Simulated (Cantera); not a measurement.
Moist CO burnout

An isothermal, constant-pressure homogeneous reactor starts with CO : O₂ : H₂O : N₂ = 0.018 : 0.051 : 0.00029 : 1 (molar parts), equivalence ratio 0.18, at 1475 K and 750 Torr.

Model: GRI-Mech 3.0 (53 species, 325 reactions), integrated in Cantera.

```
t (s)         x CO    x O₂     x H₂O    x H₂O₂      x H₂      x NO     x CO₂
--------  --------  ------  --------  --------  --------  --------  --------
0.000200    0.0168  0.0477  0.000271    <1e-12  2.76e-11    <1e-12   3.07e-7
0.000693    0.0168  0.0477  0.000271  1.19e-12   1.40e-9  5.41e-12   2.51e-6
0.00240     0.0162  0.0471  0.000247   2.16e-9   1.08e-6   6.96e-9  0.000684
0.00833    0.00334  0.0405  0.000198   8.35e-9   3.92e-6   6.08e-6    0.0136
0.0289    0.000287  0.0397  0.000257   1.62e-9   4.54e-7   1.01e-5    0.0167
0.100      2.24e-5  0.0396  0.000268  1.96e-10   4.38e-8   1.11e-5    0.0170
0.347      1.73e-6  0.0396  0.000272  2.84e-11   5.70e-9   1.12e-5    0.0170
1.20       3.21e-7  0.0396  0.000272  1.02e-11   1.96e-9   1.12e-5    0.0170
4.16       2.87e-7  0.0396  0.000272  9.72e-12   1.85e-9   1.13e-5    0.0170
14.4       2.87e-7  0.0396  0.000272  9.72e-12   1.85e-9   1.14e-5    0.0170
50.0       2.87e-7  0.0396  0.000272  9.72e-12   1.85e-9   1.17e-5    0.0170
```
x: mole fraction; the columns are a selection and need not sum to one.

Equilibrium at this temperature and pressure: CO 2.88e-7, O₂ 0.0394, H₂O 0.000272, H₂O₂ 9.69e-12, H₂ 1.86e-9, NO 0.000514, CO₂ 0.0170 (gas phase only).
